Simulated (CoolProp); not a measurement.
Saturation properties of R1336mzz(Z) (Tc = 171.3 °C, pc = 2.904 MPa, ω = 0.386).

The numbers come from the reference Helmholtz-energy equation of state, McLinden 2020 in CoolProp.

```csv
T (°C),p (MPa),liquid density (kg/m³),vapour density (kg/m³),enthalpy of vaporisation (kJ/kg),liquid cp (kJ/(kg K))
-23.45,0.006958,1484,0.5541,189.3,1.120
-19.65,0.008716,1475,0.6846,187.7,1.128
-15.85,0.01083,1466,0.8394,186.1,1.136
-12.15,0.01328,1457,1.016,184.6,1.144
-8.35,0.01626,1448,1.229,183.0,1.152
-4.55,0.01976,1439,1.476,181.4,1.160
-0.75,0.02386,1430,1.762,179.8,1.168
3.05,0.02863,1420,2.091,178.2,1.176
6.85,0.03415,1411,2.467,176.5,1.183
10.65,0.04050,1401,2.896,174.9,1.191
```

It boils at 33.5 °C under 1 atm.
